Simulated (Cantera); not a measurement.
## Thermodynamics of iron carbonyl, mercury and lead vapours, feed Pb + O2 + H2

A closed system holds: 1 mol Pb, 0.16 mol O2, a varied amount of H2, held at 26.0 mbar.

Cantera equilibrium calculation (NASA polynomials, part measured and part estimated; ideal gas, pure solids and liquids). Candidate condensed phases: H2O, Pb, PbO, PbO2, Pb3O4; 12 gas species. Each liquid is taken as pure. Mutual solubility and eutectic melting of coexisting phases are not modelled. Equilibrium is a limit: real reactors are often held back by kinetics, nucleation or transport.

### Question
Map the stable condensed phases over T = 475, 550, 625, 700, 775, 850, 925, 1000, 1075, 1150, 1225, 1300, 1375 °C and n(H2) in mol = 0.17, 0.27, 0.45, 0.73, 1.2, 2, 3.2, 5.3, 8.7.

### Answer
```
T in °C \ n(H2) in mol
         0.17 0.27 0.45 0.73  1.2    2  3.2  5.3  8.7
   1375     A    A    A    A    A    A    A    A    A
   1300     A    A    A    A    A    A    A    A    A
   1225     A    A    A    A    A    A    A    A    A
   1150     B    C    C    C    C    A    A    A    A
   1075     B    B    C    C    C    C    C    A    A
   1000     B    B    C    C    C    C    C    C    C
    925     B    B    C    C    C    C    C    C    C
    850     B    B    C    C    C    C    C    C    C
    775     B    B    C    C    C    C    C    C    C
    700     B    B    C    C    C    C    C    C    C
    625     B    B    C    C    C    C    C    C    C
    550     B    B    C    C    C    C    C    C    C
    475     B    B    C    C    C    C    C    C    C
```
A: gas only; B: Pb + PbO; C: Pb.
